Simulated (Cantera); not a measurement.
Input (Python, Cantera) and output of one run.

```python
import numpy as np
import cantera as ct

gas_names = """
    B BH BH2 BH3 BO BO2 B2 B2O B2O2 B2O3 B3O3H3 H HBO HBO2 HO2 H2 H2O H2O2 H3B3O6 O OH O2 O3
""".split()
cond_names = """
    B(b) B(L) B2O3(L) B3O3H3(cr) H2O(s) H2O(L)
""".split()


# ... load() reads the species with a 1 bar reference pressure and builds the phases ...
atoms = {
    'B': {'B': 1},
    'H2O': {'H': 2, 'O': 1},
}
top_T = {}  # K; cautious upper limits of use, not melting points


# ... equilibrate(T, P, feed) seeds the gas with the atoms and calls Mixture.equilibrate('TP', solver="vcs", rtol=1e-11, max_steps=5000) ...
results = []
feed = {'B': 1, 'H2O': 0.95}  # mol
P = 133.322  # Pa
for T in [1748, 1773, 1798, 1823, 1848, 1873, 1898, 1923, 1948, 1973]:
    mix = equilibrate(T, P, feed)
    results.append((T, P, feed, dict(zip(mix.species_names, mix.species_moles))))
    x = sorted(zip(gas.X, gas.species_names), reverse=True)
    print(f"T = {T:g} K  P = {P:g} Pa  gas = {mix.phase_moles(0):.4g} mol")
    print("   x: " + "  ".join(f"{s} {v:.3e}" for v, s in x if v > 0.001))
    print("   condensed (mol): " + ("  ".join(f"{mix.phase(i).name} {mix.phase_moles(i):.4g}"
          for i in range(1, mix.n_phases) if mix.phase_moles(i) > 1e-12) or "none"))
```

Output:

```
T = 1748 K  P = 133.322 Pa  gas = 1.436 mol
   x: H2 5.740e-01  B2O2 2.090e-01  HBO 1.690e-01  BO 2.638e-02  B2O3 1.502e-02  H 4.741e-03  HBO2 1.568e-03
   condensed (mol): B(b) 0.07349
T = 1773 K  P = 133.322 Pa  gas = 1.443 mol
   x: H2 5.691e-01  B2O2 2.066e-01  HBO 1.714e-01  BO 3.252e-02  B2O3 1.279e-02  H 5.877e-03  HBO2 1.388e-03
   condensed (mol): B(b) 0.07002
T = 1798 K  P = 133.322 Pa  gas = 1.451 mol
   x: H2 5.640e-01  B2O2 2.032e-01  HBO 1.733e-01  BO 3.974e-02  B2O3 1.086e-02  H 7.241e-03  HBO2 1.227e-03
   condensed (mol): B(b) 0.06697
T = 1823 K  P = 133.322 Pa  gas = 1.459 mol
   x: H2 5.586e-01  B2O2 1.990e-01  HBO 1.746e-01  BO 4.817e-02  B2O3 9.193e-03  H 8.868e-03  HBO2 1.082e-03
   condensed (mol): B(b) 0.06425
T = 1848 K  P = 133.322 Pa  gas = 1.469 mol
   x: H2 5.528e-01  B2O2 1.938e-01  HBO 1.753e-01  BO 5.790e-02  H 1.080e-02  B2O3 7.747e-03
   condensed (mol): B(b) 0.06182
T = 1873 K  P = 133.322 Pa  gas = 1.481 mol
   x: H2 5.468e-01  B2O2 1.876e-01  HBO 1.753e-01  BO 6.903e-02  H 1.307e-02  B2O3 6.497e-03
   condensed (mol): B(b) 0.05962
T = 1898 K  P = 133.322 Pa  gas = 1.494 mol
   x: H2 5.403e-01  B2O2 1.805e-01  HBO 1.746e-01  BO 8.162e-02  H 1.574e-02  B2O3 5.417e-03
   condensed (mol): B(b) 0.0576
T = 1923 K  P = 133.322 Pa  gas = 1.508 mol
   x: H2 5.333e-01  HBO 1.731e-01  B2O2 1.725e-01  BO 9.569e-02  H 1.884e-02  B2O3 4.486e-03  B2O 1.148e-03
   condensed (mol): B(b) 0.05572
T = 1948 K  P = 133.322 Pa  gas = 1.525 mol
   x: H2 5.259e-01  HBO 1.708e-01  B2O2 1.637e-01  BO 1.112e-01  H 2.244e-02  B2O3 3.685e-03  B2O 1.428e-03
   condensed (mol): B(b) 0.05394
T = 1973 K  P = 133.322 Pa  gas = 1.543 mol
   x: H2 5.180e-01  HBO 1.677e-01  B2O2 1.540e-01  BO 1.282e-01  H 2.660e-02  B2O3 2.999e-03  B2O 1.759e-03
   condensed (mol): B(b) 0.05223
```

Method: chemical equilibrium by Gibbs-energy minimisation in Cantera with the NASA 1993 tables (ideal gas, pure condensed phases). The tables' values for BH2 are old estimates; treat these amounts as uncertain.
